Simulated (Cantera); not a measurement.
An adiabatic, constant-volume homogeneous reactor starts with CH4 : C2H6 : O2 : N2 = 1 : 0.043 : 3.77 : 18.5 (molar parts), at 1200 K and 518 Torr.

Detailed kinetics in Cantera: GRI-Mech 3.0 (53 species, 325 reactions).

x: mole fraction; the columns are a selection and need not sum to one.

```tsv
t (s)	T (K)	P (bar)	x CH4	x C2H6	x O2	x C2H4	x HO2
8.00e-6	1200	0.690	0.0429	0.00184	0.162	2.78e-11	1.78e-9
1.99e-5	1200	0.690	0.0429	0.00184	0.162	2.13e-10	4.55e-9
4.96e-5	1200	0.690	0.0429	0.00184	0.162	1.49e-9	1.21e-8
0.000123	1200	0.690	0.0429	0.00184	0.162	9.85e-9	3.49e-8
0.000307	1200	0.690	0.0429	0.00184	0.162	6.36e-8	1.16e-7
0.000765	1200	0.690	0.0429	0.00184	0.162	___	___
0.00190	1200	0.690	0.0429	0.00184	0.162	3.28e-6	1.61e-6
0.00474	1201	0.690	0.0428	0.00183	0.162	___	___
0.0118	1205	0.693	0.0422	0.00179	0.161	0.000185	8.18e-6
0.0294	2364	1.37	<1e-12	<1e-12	0.0674	<1e-12	4.23e-6
0.0732	2353	1.36	<1e-12	<1e-12	0.0650	<1e-12	3.98e-6
0.182	2348	1.36	<1e-12	<1e-12	0.0639	<1e-12	3.88e-6
0.454	2348	1.36	<1e-12	<1e-12	0.0639	<1e-12	3.88e-6
1.13	2348	1.36	<1e-12	<1e-12	0.0639	<1e-12	3.88e-6
2.81	2348	1.36	<1e-12	<1e-12	0.0639	<1e-12	3.88e-6
7.00	2348	1.36	<1e-12	<1e-12	0.0639	<1e-12	3.88e-6
```

Q: Complete the blanks.

A: 
- 0.000765, x C2H4: 4.24e-7
- 0.000765, x HO2: 4.44e-7
- 0.00474, x C2H4: 2.86e-5
- 0.00474, x HO2: 3.32e-6
